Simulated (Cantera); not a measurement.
A closed system holds: 1 mol C₂H₆, 0.13 mol H₂O, 17 mol N₂, at 425 °C and 0.200 bar.

Cantera equilibrium calculation (NASA polynomials, part measured and part estimated; ideal gas, pure solids and liquids). Candidate condensed phases: C, C₆H₆, C₇H₈, C₈H₁₈, H₂O; 136 gas species. Equilibrium is a limit: real reactors are often held back by kinetics, nucleation or transport.

Problem. What is the equilibrium state?

Solution. 
```json
{
  "x(N₂)": "0.862",
  "x(H₂)": "0.110",
  "x(CH₄)": "0.0215",
  "x(H₂O)": "0.00552",
  "x(CO)": "0.000550",
  "x(CO₂)": "0.000264",
  "x(NH₃)": "6.52e-5",
  "n(C(graphite))": "1.56 mol",
  "gas_amount": "19.72 mol"
}
```
